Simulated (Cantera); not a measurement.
# Pyrogenic steam for wet oxidation

A perfectly stirred reactor is fed with H2 : O2 : N2 = 0.66 : 1 : 20 (molar parts), at 188 Torr; it is held at 1100 K, and followed from long to short residence time.

Model: the H2/O2 subset of GRI-Mech 3.0, which has no nitrogen chemistry, integrated in Cantera.

```tsv
τ (s)	x H2	x O2	x H2O2	x H	x O	x H2O
10	2.62e-5	0.0314	8.26e-8	1.09e-6	8.34e-6	0.0309
2.4	6.68e-5	0.0314	1.49e-7	4.52e-6	2.20e-5	0.0308
0.54	0.000172	0.0314	2.45e-7	2.00e-5	5.90e-5	0.0307
0.12	0.000427	0.0315	3.49e-7	8.81e-5	0.000153	0.0304
0.028	0.000996	0.0317	4.31e-7	0.000358	0.000366	0.0296
0.0064	0.00230	0.0323	4.68e-7	0.00135	0.000815	0.0277
0.0014	0.00535	0.0339	4.55e-7	0.00403	0.00155	0.0230
0.00033	0.0122	0.0376	4.05e-7	0.00630	0.00183	0.0149
```
x: mole fraction; the columns are a selection and need not sum to one.
